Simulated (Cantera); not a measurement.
Cantera run:

```python
import numpy as np
import cantera as ct

gas_names = """
    Br Br2 H HBr H2 N NH NH2 NH3 N2 N2H2 N2H4 Si SiBr SiBr2 SiBr3 SiBr4 SiH SiHBr3 SiH2 SiH2Br2 SiH3
    SiH3Br SiH4 SiN Si2 Si2N Si3
""".split()
cond_names = """
    Br2(cr) Br2(L) Si(cr) Si(L) Si3N4(a)
""".split()


def load(file, names, dense=False):
    # The tables refer to 1 bar. Condensed volumes are neglected.
    table = {s.name: s for s in ct.Species.list_from_file(file)}
    out = []
    for n in names:
        d = dict(table[n].input_data)
        d["thermo"] = dict(d["thermo"], **{"reference-pressure": 1e5})
        if dense:
            d["equation-of-state"] = {"model": "constant-volume", "density": "1e6 g/cm^3"}
        out.append(ct.Species.from_dict(d))
    return out


gas = ct.Solution(thermo="ideal-gas", species=load("nasa_gas.yaml", gas_names))
cond = {s.name: ct.Solution(thermo="fixed-stoichiometry", species=[s], name=s.name)
        for s in load("nasa_condensed.yaml", cond_names, dense=True)}
atoms = {
    'Si': {'Si': 1},
    'HBr': {'H': 1, 'Br': 1},
    'N2': {'N': 2},
}
top_T = {'Si3N4(a)': 2400}  # K; cautious upper limits of use, not melting points


def equilibrate(T, P, feed):
    n = {}
    for name, mol in feed.items():
        for a, k in atoms[name].items():
            n[a] = n.get(a, 0.0) + k * mol
    gas.TPX = T, P, n
    mass = sum(n.values()) * gas.mean_molecular_weight
    gas.equilibrate("TP")
    valid = [c for c in cond.values() if c.min_temp <= T <= top_T.get(c.name, c.max_temp)]
    mix = ct.Mixture([(gas, mass / gas.mean_molecular_weight)] + [(c, 0.0) for c in valid])
    mix.T, mix.P = T, P
    mix.equilibrate("TP", solver="vcs", rtol=1e-11, max_steps=5000)
    return mix


results = []
feed = {'Si': 1, 'HBr': 5.5, 'N2': 32}  # mol
P = 950  # Pa
for T in [750, 825, 900, 975, 1050, 1125, 1200, 1275]:
    mix = equilibrate(T, P, feed)
    results.append((T, P, feed, dict(zip(mix.species_names, mix.species_moles))))

top = {s: max(r[3][s] / sum(r[3][g] for g in gas_names) for r in results) for s in gas_names}
cols = sorted((s for s in top if top[s] > 0.0001), key=lambda s: -top[s])[:9]
seen = [c for c in cond_names if any(r[3].get(c, 0) > 1e-12 for r in results)]
print("log10 of partial pressures in bar; condensed amounts in mol")
print(f"{'T/K':>10s}" + "".join(f"{s[:9]:>10s}" for s in cols + seen))
for T, P, feed, n in results:
    ng = sum(n[g] for g in gas_names)
    print(f"{T:10.4g}" + "".join(f"{np.log10(max(n[s] / ng * P / 1e5, 1e-99)):10.3f}" for s in cols)
          + "".join(f"{n.get(c, 0):10.4g}" for c in seen))
```

It prints:

```
log10 of partial pressures in bar; condensed amounts in mol
       T/K        N2       HBr        H2     SiBr4        Br     SiBr2     SiBr3  Si3N4(a)
       750    -2.089    -2.945    -3.843    -4.144    -9.075   -12.528   -10.089    0.2408
       825    -2.089    -2.941    -3.860    -4.161    -8.106   -10.786    -9.024    0.2444
       900    -2.089    -2.938    -3.874    -4.175    -7.297    -9.337    -8.137    0.2471
       975    -2.089    -2.935    -3.884    -4.186    -6.612    -8.114    -7.388    0.2491
      1050    -2.089    -2.934    -3.892    -4.196    -6.024    -7.069    -6.748    0.2508
      1125    -2.089    -2.933    -3.897    -4.209    -5.515    -6.169    -6.199    0.2518
      1200    -2.090    -2.933    -3.896    -4.237    -5.073    -5.392    -5.731    0.2507
      1275    -2.090    -2.938    -3.877    -4.313    -4.696    -4.734    -5.358    0.2407
```

Method: chemical equilibrium by Gibbs-energy minimisation in Cantera with the NASA 1993 tables (ideal gas, pure condensed phases). N2 is the only nitrogen source here; it is nearly inert below about 1500 K, so the nitride shown seldom forms there in practice. The tables' values for SiBr3 are old estimates; treat these amounts as uncertain.
